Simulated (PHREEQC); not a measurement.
Consider water at 25 °C with 0.0027 mol/kgw H2SO4, 0.27 mol/kgw Na2CO3 and 6.2e-05 mol/kgw CsOH. Closed to the air; pH follows from the charge balance.

Model: ion-association model, wateq4f.dat, run in PHREEQC.

This is a speciation only: nothing precipitates in the calculation.

**Question.** Predict the pH, activity of water.

**Answer.** pH 11.04; activity of water 0.989.

**Question.** In which forms is C present?

**Answer.** NaCO3- 61 %, CO3-2 37 %, HCO3- 2.4 % of the C.
